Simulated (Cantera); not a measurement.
A Cantera script and what it prints.

```python
import numpy as np
import cantera as ct

gas_names = """
    H H2 Si SiH SiH2 SiH3 SiH4 Si2 Si3
""".split()
cond_names = """
    Si(cr) Si(L)
""".split()


def load(file, names, dense=False):
    # The tables refer to 1 bar. Condensed volumes are neglected.
    table = {s.name: s for s in ct.Species.list_from_file(file)}
    out = []
    for n in names:
        d = dict(table[n].input_data)
        d["thermo"] = dict(d["thermo"], **{"reference-pressure": 1e5})
        if dense:
            d["equation-of-state"] = {"model": "constant-volume", "density": "1e6 g/cm^3"}
        out.append(ct.Species.from_dict(d))
    return out


gas = ct.Solution(thermo="ideal-gas", species=load("nasa_gas.yaml", gas_names))
cond = {s.name: ct.Solution(thermo="fixed-stoichiometry", species=[s], name=s.name)
        for s in load("nasa_condensed.yaml", cond_names, dense=True)}
atoms = {
    'Si': {'Si': 1},
    'H2': {'H': 2},
}
top_T = {}  # K; cautious upper limits of use, not melting points


def equilibrate(T, P, feed):
    n = {}
    for name, mol in feed.items():
        for a, k in atoms[name].items():
            n[a] = n.get(a, 0.0) + k * mol
    gas.TPX = T, P, n
    mass = sum(n.values()) * gas.mean_molecular_weight
    gas.equilibrate("TP")
    valid = [c for c in cond.values() if c.min_temp <= T <= top_T.get(c.name, c.max_temp)]
    mix = ct.Mixture([(gas, mass / gas.mean_molecular_weight)] + [(c, 0.0) for c in valid])
    mix.T, mix.P = T, P
    mix.equilibrate("TP", solver="vcs", rtol=1e-11, max_steps=5000)
    return mix


results = []
feed = {'Si': 1, 'H2': 1.5}  # mol
T = 1175  # K
P = 46000  # Pa
mix = equilibrate(T, P, feed)
results.append((T, P, feed, dict(zip(mix.species_names, mix.species_moles))))
x = sorted(zip(gas.X, gas.species_names), reverse=True)
print(f"T = {T:g} K  P = {P:g} Pa  gas = {mix.phase_moles(0):.4g} mol")
print("   x: " + "  ".join(f"{s} {v:.3e}" for v, s in x if v > 0.001))
print("   condensed (mol): " + ("  ".join(f"{mix.phase(i).name} {mix.phase_moles(i):.4g}"
      for i in range(1, mix.n_phases) if mix.phase_moles(i) > 1e-12) or "none"))
```

It prints:

```
T = 1175 K  P = 46000 Pa  gas = 1.5 mol
   x: H2 1.000e+00
   condensed (mol): Si(cr) 1
```

Equilibrium computed with Cantera from the NASA thermochemical tables; the gas is ideal and each condensed phase is pure.
